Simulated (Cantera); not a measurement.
Charge: 1 mol SiF4, 0.44 mol O3, 1.5 mol H2, at 1048.15 K and 1.00 Torr.

Method: chemical equilibrium by Gibbs-energy minimisation in Cantera with the NASA 1993 tables (ideal gas, pure condensed phases). Candidate condensed phases: H2O, Si, SiO2; 38 gas species. Rates play no part.

Base state: HF 0.715, SiF4 0.150, H2O 0.0764, H2 0.0591 (mole fractions); condensed: SiO2(β-quartz).

### Question
What changes in the equilibrium state with this change: 0.01 mol Cl2 added?

### Answer
```
species              before    after
-------------------  ------  -------
HF                    0.715    0.712
SiF4                  0.150    0.149
H2O                  0.0764   0.0760
HCl                       0  0.00655
H2                   0.0591   0.0557
SiO2(β-quartz), mol   0.544    0.544
```

### Question
What changes in the equilibrium state with this change: SiF4 replaced by TEOS?

### Answer
```json
[
 {"species": "H2", "before": "0.0591", "after": "0.776"},
 {"species": "CO", "before": "0", "after": "0.224"},
 {"species": "CH4", "before": "0", "after": "4.68e-5"},
 {"species": "HF", "before": "0.715", "after": "0"},
 {"species": "SiF4", "before": "0.150", "after": "0"},
 {"species": "H2O", "before": "0.0764", "after": "4.32e-5"},
 {"species": "CO2", "before": "0", "after": "1.48e-5"},
 {"species": "SiO2(β-quartz), mol", "before": "0.544", "after": "1.00"},
 {"species": "C(graphite), mol", "before": "0", "after": "4.68"}
]
```
The feed counts by its element totals alone. Further candidate phases: C, C6H6, C7H8, C8H18, SiC.
